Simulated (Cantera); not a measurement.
A closed system holds: 1 mol Al, 1.3 mol N2, 3.8 mol H2, equilibrated at 2000 K and 57.0 Pa.

These are equilibrium values from Cantera (NASA tables, ideal gas, pure condensed phases), not measurements of a reactor. Candidate condensed phases: Al, AlN; 13 gas species. Kinetics and transport are ignored.

Base state: H2 0.581, N2 0.208, Al 0.159, H 0.0519, AlH 0.000808 (mole fractions); condensed: gas only.

Question: What changes in the equilibrium state with this change: temperature from 2000 K to 2050 K?

Answer: 
```tsv
species	before	after
H2	0.581	0.565
N2	0.208	0.206
Al	0.159	0.157
H	0.0519	0.0714
AlH	0.000808	0.000710
```
